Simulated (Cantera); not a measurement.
An isothermal, constant-pressure homogeneous reactor starts with N2O : H2O = 1 : 0.13 (molar parts), at 1350 K and 2670 Pa. Integrator tolerance rtol = 1e-08.

Cantera simulation using GRI-Mech 3.0 (53 species, 325 reactions); the numbers are that mechanism's predictions, not measurements. GRI-Mech 3.0 was tuned for natural gas; its chemistry of N2O as a main component is partial and can be far from experiment. Radical loss at walls, strong at low pressure, is not modelled. The mechanism lacks the step 2 NO + O2 → 2 NO2, which can matter for NO2 below about 1400 K. The temperature is held fixed by assumption; the heat of reaction is taken as removed at once.

Task: What does this change do: temperature 1350 to 1173 K?

Result: 
```
quantity                                             before                                     after
-----------------  ----------------------------------------  ----------------------------------------
x(N2O) at 20.0 s    0.00314 (gas-phase equilibrium 5.41e-9)     0.588 (gas-phase equilibrium 1.74e-9)
x(H2O) at 20.0 s      0.0798 (gas-phase equilibrium 0.0797)      0.103 (gas-phase equilibrium 0.0798)
x(NO) at 20.0 s     0.0777 (gas-phase equilibrium 0.000580)   0.0142 (gas-phase equilibrium 0.000170)
x(H) at 20.0 s      5.28e-8 (gas-phase equilibrium 6.26e-9)  2.82e-9 (gas-phase equilibrium 5.79e-11)
x(H2O2) at 20.0 s  1.61e-9 (gas-phase equilibrium 5.72e-10)  4.37e-9 (gas-phase equilibrium 1.35e-10)
x(O) at 20.0 s      5.59e-6 (gas-phase equilibrium 1.44e-6)   1.33e-6 (gas-phase equilibrium 4.77e-8)
```
